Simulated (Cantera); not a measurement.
What does this Cantera script print?

```python
import numpy as np
import cantera as ct

gas = ct.Solution("SiF4_NH3_mec.yaml", "gas")
gas.TPX = 2275, 1333, {'NH3': 1, 'H2': 0.17}
reactor = ct.IdealGasConstPressureReactor(gas, energy="off", clone=False)
net = ct.ReactorNet([reactor])
net.rtol, net.atol = 1e-08, 1e-18
show = ['NH3', 'H2', 'NH', 'N2', 'N', 'H']
times = np.geomspace(1e-06, 70, 15)

steps = ct.SolutionArray(gas, extra=["t"])
rows = []
print(f"{'t/s':>10s}{'T/K':>9s}{'P/Pa':>11s}" + "".join(f"{s:>11s}" for s in show))
for t in times:
    while net.time < t:
        t_next = net.step()
        steps.append(gas.state, t=t_next)
    rows.append([np.interp(t, steps.t, y) for y in (steps.T, steps.P, *steps(*show).X.T)])
    print(f"{t:10.3e}{rows[-1][0]:9.1f}{rows[-1][1]:11.4g}" + "".join(f"{x:11.3e}" for x in rows[-1][2:]))
rate = np.gradient(steps.T, steps.t)
print("integrator steps:", len(steps.t))
if steps.T.max() > steps.T[0] + 200:
    print(f"time of steepest temperature rise: {steps.t[rate.argmax()]:.4e} s")
gas.TPX = 2275, 1333, {'NH3': 1, 'H2': 0.17}
gas.equilibrate("TP")
print(f"equilibrium (TP): T = {gas.T:.1f} K  " + "  ".join(f"{s} {gas[s].X[0]:.3e}" for s in show))
```

It prints:

```
       t/s      T/K       P/Pa        NH3         H2         NH         N2          N          H
 1.000e-06   2275.0       1333  8.547e-01  1.453e-01  2.269e-12  1.242e-18  4.697e-18  1.381e-06
 3.634e-06   2275.0       1333  8.547e-01  1.453e-01  8.871e-11  1.045e-15  1.701e-15  3.313e-06
 1.320e-05   2275.0       1333  8.546e-01  1.453e-01  2.580e-09  9.375e-13  3.244e-13  5.596e-06
 4.798e-05   2275.0       1333  8.545e-01  1.454e-01  6.475e-08  5.701e-10  5.033e-11  1.155e-05
 1.744e-04   2275.0       1333  8.539e-01  1.455e-01  1.505e-06  1.927e-07  7.836e-09  3.305e-05
 6.336e-04   2275.0       1333  8.517e-01  1.462e-01  2.086e-05  3.753e-05  4.601e-07  1.087e-04
 2.302e-03   2275.0       1333  8.399e-01  1.532e-01  8.769e-05  2.165e-03  3.634e-06  2.602e-04
 8.367e-03   2275.0       1333  7.890e-01  1.903e-01  9.778e-05  1.588e-02  4.733e-06  3.375e-04
 3.040e-02   2275.0       1333  6.352e-01  3.029e-01  1.003e-04  5.761e-02  6.265e-06  5.457e-04
 1.105e-01   2275.0       1333  3.230e-01  5.313e-01  8.827e-05  1.423e-01  8.050e-06  1.129e-03
 4.015e-01   2275.0       1333  5.057e-02  7.299e-01  4.751e-05  2.162e-01  8.404e-06  2.705e-03
 1.459e+00   2275.0       1333  2.933e-05  7.484e-01  2.129e-06  2.277e-01  3.339e-06  2.389e-02
 5.301e+00   2275.0       1333  1.072e-07  7.154e-01  5.595e-08  2.234e-01  2.353e-07  6.122e-02
 1.926e+01   2275.0       1333  5.154e-08  7.142e-01  2.819e-08  2.232e-01  1.214e-07  6.256e-02
 7.000e+01   2275.0       1333  5.127e-08  7.142e-01  2.804e-08  2.232e-01  1.207e-07  6.256e-02
integrator steps: 2067
equilibrium (TP): T = 2275.0 K  NH3 5.127e-08  H2 7.142e-01  NH 2.804e-08  N2 2.232e-01  N 1.207e-07  H 6.256e-02
```

Cantera simulation using the gas-phase N/H chemistry of the illustrative SiF4/NH3 mechanism in the Surface Chemkin manual (1991); the numbers are that mechanism's predictions, not measurements. Walls and surfaces, which speed up NH3 decomposition in real reactors, are not modelled.
